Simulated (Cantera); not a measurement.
An isothermal, constant-pressure homogeneous reactor starts with H₂ : O₂ = 0.19 : 1 (molar parts), equivalence ratio 0.095, at 1175 K and 0.00120 bar.

Model: the H2/O2 subset of GRI-Mech 3.0, which has no nitrogen chemistry, integrated in Cantera. Radical loss at walls, strong at low pressure, is not modelled. The temperature is held fixed by assumption; the heat of reaction is taken as removed at once.

Predict: x(H₂) at 2.00 s; x(O₂) at 2.00 s; x(HO₂) at 2.00 s; x(H₂O) at 2.00 s; x(O) at 2.00 s.


```
Quantity                                           Result
----------------  ---------------------------------------
x(H₂) at 2.00 s   0.00221 (gas-phase equilibrium 4.14e-8)
x(O₂) at 2.00 s       0.801 (gas-phase equilibrium 0.826)
x(HO₂) at 2.00 s  7.33e-7 (gas-phase equilibrium 6.92e-9)
x(H₂O) at 2.00 s      0.161 (gas-phase equilibrium 0.174)
x(O) at 2.00 s     0.0214 (gas-phase equilibrium 3.86e-7)
```
